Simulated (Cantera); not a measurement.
Moist CO burnout

An isothermal, constant-pressure homogeneous reactor starts with CO : O2 : H2O : N2 = 0.0024 : 0.0028 : 0.078 : 1 (molar parts), equivalence ratio 0.43, at 1325 K and 300000 Pa.

Detailed kinetics in Cantera: GRI-Mech 3.0 (53 species, 325 reactions).

```json
[
 {"t (s)": "4.00e-5", "x CO": "0.00222", "x O2": "0.00258", "x H2O": "0.0720", "x NO2": "<1e-12", "x H2": "6.47e-11", "x CO2": "3.42e-10"},
 {"t (s)": "8.66e-5", "x CO": "0.00222", "x O2": "0.00258", "x H2O": "0.0720", "x NO2": "<1e-12", "x H2": "4.72e-10", "x CO2": "1.25e-9"},
 {"t (s)": "0.000188", "x CO": "0.00222", "x O2": "0.00258", "x H2O": "0.0720", "x NO2": "<1e-12", "x H2": "3.21e-9", "x CO2": "5.92e-9"},
 {"t (s)": "0.000406", "x CO": "0.00222", "x O2": "0.00258", "x H2O": "0.0720", "x NO2": "<1e-12", "x H2": "2.59e-8", "x CO2": "4.05e-8"},
 {"t (s)": "0.000880", "x CO": "0.00222", "x O2": "0.00258", "x H2O": "0.0720", "x NO2": "<1e-12", "x H2": "4.36e-7", "x CO2": "6.42e-7"},
 {"t (s)": "0.00191", "x CO": "0.00213", "x O2": "0.00257", "x H2O": "0.0719", "x NO2": "<1e-12", "x H2": "5.23e-5", "x CO2": "8.09e-5"},
 {"t (s)": "0.00413", "x CO": "0.000451", "x O2": "0.00183", "x H2O": "0.0717", "x NO2": "2.19e-11", "x H2": "0.000291", "x CO2": "0.00177"},
 {"t (s)": "0.00894", "x CO": "5.07e-5", "x O2": "0.00153", "x H2O": "0.0720", "x NO2": "8.94e-11", "x H2": "6.51e-5", "x CO2": "0.00217"},
 {"t (s)": "0.0194", "x CO": "6.48e-6", "x O2": "0.00148", "x H2O": "0.0721", "x NO2": "1.44e-10", "x H2": "1.25e-5", "x CO2": "0.00221"},
 {"t (s)": "0.0420", "x CO": "7.81e-7", "x O2": "0.00148", "x H2O": "0.0721", "x NO2": "1.10e-10", "x H2": "2.52e-6", "x CO2": "0.00222"},
 {"t (s)": "0.0909", "x CO": "9.21e-8", "x O2": "0.00148", "x H2O": "0.0721", "x NO2": "5.78e-11", "x H2": "6.59e-7", "x CO2": "0.00222"},
 {"t (s)": "0.197", "x CO": "1.93e-8", "x O2": "0.00148", "x H2O": "0.0721", "x NO2": "3.50e-11", "x H2": "2.66e-7", "x CO2": "0.00222"},
 {"t (s)": "0.426", "x CO": "9.99e-9", "x O2": "0.00148", "x H2O": "0.0721", "x NO2": "2.82e-11", "x H2": "1.67e-7", "x CO2": "0.00222"},
 {"t (s)": "0.923", "x CO": "8.46e-9", "x O2": "0.00148", "x H2O": "0.0721", "x NO2": "2.69e-11", "x H2": "1.47e-7", "x CO2": "0.00222"},
 {"t (s)": "2.00", "x CO": "8.38e-9", "x O2": "0.00148", "x H2O": "0.0721", "x NO2": "2.68e-11", "x H2": "1.46e-7", "x CO2": "0.00222"}
]
```
x: mole fraction; the columns are a selection and need not sum to one.

Equilibrium at this temperature and pressure: CO 8.44e-9, O2 0.00146, H2O 0.0721, NO2 5.94e-8, H2 1.47e-7, CO2 0.00222 (gas phase only).
